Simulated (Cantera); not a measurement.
An isothermal, constant-pressure homogeneous reactor starts with C₂H₆ : N₂ = 1 : 4.1 (molar parts), at 1698 K and 1330 Pa. Integrator tolerance rtol = 1e-08.

Computed with Cantera and GRI-Mech 3.0 (53 species, 325 reactions). GRI-Mech 3.0 stops at C3 and has no aromatics, soot or wall deposition, so with more carbon than oxygen in the feed, carbon stays in small species such as C2H2 where larger ones or solid carbon would form. Radical loss at walls, strong at low pressure, is not modelled.

Task: What does this change do: temperature 1698 to 1325 K?

Result: 
```
quantity                                             before                                     after
-----------------  ----------------------------------------  ----------------------------------------
x(C₂H₆) at 7.00 s  8.05e-9 (gas-phase equilibrium 1.28e-10)   3.17e-6 (gas-phase equilibrium 1.00e-7)
x(C₂H) at 7.00 s    1.83e-6 (gas-phase equilibrium 1.07e-6)  7.69e-10 (gas-phase equilibrium 1.38e-9)
x(CH₄) at 7.00 s   0.000737 (gas-phase equilibrium 7.32e-5)    0.0557 (gas-phase equilibrium 0.00423)
x(H₂) at 7.00 s         0.280 (gas-phase equilibrium 0.281)       0.202 (gas-phase equilibrium 0.276)
x(C₂H₄) at 7.00 s   2.61e-5 (gas-phase equilibrium 1.50e-5)   0.0157 (gas-phase equilibrium 0.000697)
x(CH₃) at 7.00 s    3.51e-5 (gas-phase equilibrium 3.53e-6)   1.42e-5 (gas-phase equilibrium 2.27e-6)
x(HCN) at 7.00 s      1.05e-5 (gas-phase equilibrium 0.118)    1.03e-8 (gas-phase equilibrium 0.0924)
```
